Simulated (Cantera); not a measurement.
# Sublimation and decomposition of ceramics: MgO + H2

Feed: 1 mol MgO, 0.73 mol H2, at 3023.15 K.

Cantera equilibrium calculation (NASA polynomials, part measured and part estimated; ideal gas, pure solids and liquids). Candidate condensed phases: H2O, Mg, MgO, Mg(OH)2; 15 gas species. The tables' values for MgH are old estimates; treat these amounts as uncertain. Equilibrium is a limit: real reactors are often held back by kinetics, nucleation or transport.

From 1.00 Pa to 4000 Pa nothing is condensed. From 63000 Pa to 1000000 Pa the condensed part is MgO(s). The main Mg-bearing gas is Mg throughout.

```json
[
 {"P (Pa)": "1", "log p H2": "-9.21", "log p H": "-5.37", "log p Mg": "-5.54", "log p O": "-5.54", "log p H2O": "-12.52", "log p OH": "-9.16", "log p O2": "-9.25", "log p MgOH": "-14.17", "log p MgO": "-10.12", "n MgO(s)": "0"},
 {"P (Pa)": "16", "log p H2": "-6.80", "log p H": "-4.17", "log p Mg": "-4.33", "log p O": "-4.34", "log p H2O": "-8.91", "log p OH": "-6.75", "log p O2": "-6.85", "log p MgOH": "-10.56", "log p MgO": "-7.72", "n MgO(s)": "0"},
 {"P (Pa)": "250", "log p H2": "-4.47", "log p H": "-3.00", "log p Mg": "-3.12", "log p O": "-3.19", "log p H2O": "-5.43", "log p OH": "-4.43", "log p O2": "-4.55", "log p MgOH": "-7.03", "log p MgO": "-5.35", "n MgO(s)": "0"},
 {"P (Pa)": "4000", "log p H2": "-2.55", "log p H": "-2.05", "log p Mg": "-1.83", "log p O": "-2.27", "log p H2O": "-2.59", "log p OH": "-2.56", "log p O2": "-2.71", "log p MgOH": "-3.86", "log p MgO": "-3.14", "n MgO(s)": "0"},
 {"P (Pa)": "63000", "log p H2": "-0.83", "log p H": "-1.18", "log p Mg": "-0.71", "log p O": "-2.20", "log p H2O": "-0.80", "log p OH": "-1.63", "log p O2": "-2.57", "log p MgOH": "-1.81", "log p MgO": "-1.96", "n MgO(s)": "0.550"},
 {"P (Pa)": "1000000", "log p H2": "0.84", "log p H": "-0.35", "log p Mg": "0.07", "log p O": "-2.98", "log p H2O": "0.08", "log p OH": "-1.58", "log p O2": "-4.14", "log p MgOH": "-0.98", "log p MgO": "-1.96", "n MgO(s)": "0.881"}
]
```
log p: log10 of the partial pressure in bar; n: condensed amount in mol.
